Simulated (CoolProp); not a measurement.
Vapour-liquid equilibrium of carbon dioxide (1) + ethane (2) at 1.25 MPa; x and y are mole fractions of (1).

Model: multi-fluid Helmholtz-energy mixture model, Span 1996 and Bücker 2006; pair parameters Kunz 2012, in CoolProp.

| x | bubble temperature, mixture model (K) | bubble temperature, Raoult's law (K) | y, mixture model | y, Raoult's law |
|---|---|---|---|---|
| 0.05 | 245.3 | 248.0 | 0.118 | 0.067 |
| 0.15 | 240.3 | 246.8 | 0.293 | 0.193 |
| 0.25 | 237.0 | 245.7 | 0.410 | 0.311 |
| 0.35 | 235.1 | 244.7 | 0.492 | 0.421 |
| 0.45 | 233.9 | 243.7 | 0.552 | 0.524 |
| 0.55 | 233.3 | 242.8 | 0.600 | 0.621 |
| 0.65 | 233.2 | 241.9 | 0.645 | 0.713 |
| 0.75 | 233.5 | 241.1 | 0.693 | 0.800 |
| 0.85 | 234.4 | 240.4 | 0.762 | 0.883 |
| 0.95 | 236.9 | 239.6 | 0.889 | 0.962 |

The largest gap from Raoult's law is -9.8 K in bubble temperature, at x = 0.45. y crosses x between x = 0.55 and 0.65: the model has an azeotrope there.

Pair parameters are fitted to limited data, so mixtures are less certain than the pure fluids.
